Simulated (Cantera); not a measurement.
**Ammonia decomposition in nitride growth gas**

An isothermal, constant-pressure homogeneous reactor starts with NH3 : H2 = 1 : 5.8 (molar parts), at 1848 K and 0.987 atm.

Computed with Cantera and the gas-phase N/H chemistry of the illustrative SiF4/NH3 mechanism in the Surface Chemkin manual (1991). Walls and surfaces, which speed up NH3 decomposition in real reactors, are not modelled.

```tsv
t (s)	x NH3	x H2	x N2H2	x NH2	x H	x N
4.00e-6	0.147	0.853	1.22e-12	6.99e-7	1.45e-6	<1e-12
1.75e-5	0.147	0.853	3.73e-11	3.02e-6	6.38e-6	1.18e-12
7.68e-5	0.147	0.853	8.77e-10	1.32e-5	2.79e-5	1.06e-10
0.000336	0.147	0.853	2.14e-8	5.55e-5	0.000118	7.95e-9
0.00147	0.147	0.853	1.78e-7	0.000134	0.000285	1.11e-7
0.00646	0.145	0.854	1.90e-7	0.000137	0.000296	1.22e-7
0.0283	0.137	0.858	1.75e-7	0.000132	0.000302	1.20e-7
0.124	0.109	0.874	1.26e-7	0.000111	0.000325	1.14e-7
0.543	0.0498	0.907	3.86e-8	5.95e-5	0.000396	8.57e-8
2.38	0.0101	0.930	2.53e-9	1.46e-5	0.000490	3.09e-8
10.4	0.00186	0.934	9.51e-11	2.80e-6	0.000514	6.49e-9
45.7	0.000397	0.935	4.42e-12	6.00e-7	0.000516	1.40e-9
200	8.94e-5	0.935	<1e-12	1.35e-7	0.000516	3.15e-10
```
x: mole fraction; the columns are a selection and need not sum to one.

Equilibrium at this temperature and pressure: NH3 6.02e-6, H2 0.935, N2H2 <1e-12, NH2 9.10e-9, H 0.000516, N 2.12e-11 (gas phase only).
